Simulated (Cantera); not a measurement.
An isothermal, constant-pressure homogeneous reactor starts with CH₃OH : O₂ : N₂ = 0.022 : 0.0068 : 1 (molar parts), equivalence ratio 4.9, at 1073 K and 0.987 atm.

Model: GRI-Mech 3.0 (53 species, 325 reactions), integrated in Cantera. GRI-Mech 3.0 was tuned for natural gas; its chemistry of methanol as a main component is partial and can be far from experiment.

Predict: x(O₂) at 100 s; x(H₂O) at 100 s.


| Item | Value |
|---|---|
| x(O₂) at 100 s | 7.46e-8 (gas-phase equilibrium <1e-12) |
| x(H₂O) at 100 s | 0.0125 (gas-phase equilibrium 0.00832) |
